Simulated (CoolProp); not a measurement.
Hydrogen sulfide along the isotherm 139.95 °C: fugacity coefficient from the reference equation and from simpler models built on Tc = 100.0 °C, pc = 8999 kPa, ω = 0.101; each cubic takes its own stable root.

Values from CoolProp's reference Helmholtz-energy equation of state, Lemmon 2006. It is a short technical equation, of lower accuracy than the large ones.

| p (kPa) | phase | reference | van der Waals | Soave-Redlich-Kwong |
|---|---|---|---|---|
| 2050 | gas | 0.9460 | 0.9476 | 0.9444 |
| 4090 | gas | 0.8932 | 0.8960 | 0.8905 |
| 6140 | gas | 0.8408 | 0.8443 | 0.8378 |
| 8180 | gas | 0.7892 | … | 0.7866 |
| 10200 | supercritical | 0.7385 | 0.7407 | … |
| 12300 | supercritical | 0.6862 | 0.6848 | 0.6864 |
| 14300 | supercritical | 0.6376 | 0.6325 | … |
| 16400 | supercritical | 0.5905 | 0.5862 | 0.5963 |
| 18400 | supercritical | … | … | 0.5603 |
| 20500 | supercritical | … | 0.5207 | 0.5287 |
| 22500 | supercritical | 0.4909 | 0.4975 | 0.5034 |

Problem. Complete the blanks.

Solution. 
- 8180, van der Waals: 0.7927
- 10200, Soave-Redlich-Kwong: 0.7369
- 14300, Soave-Redlich-Kwong: 0.6402
- 18400, reference: 0.5518
- 18400, van der Waals: 0.5507
- 20500, reference: 0.5179
